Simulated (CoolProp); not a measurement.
Values from CoolProp's reference Helmholtz-energy equation of state, McLinden 2020.

**Question.** For R1336mzz(Z), give the phase and the density (kg/m³), speed of sound (m/s) at 373.1 K and 51.9 bar; 373.1 K and 93.3 bar.

**Answer.** 
- 373.1 K and 51.9 bar: liquid; density 1180, speed of sound 425
- 373.1 K and 93.3 bar: liquid; density 1210, speed of sound 469
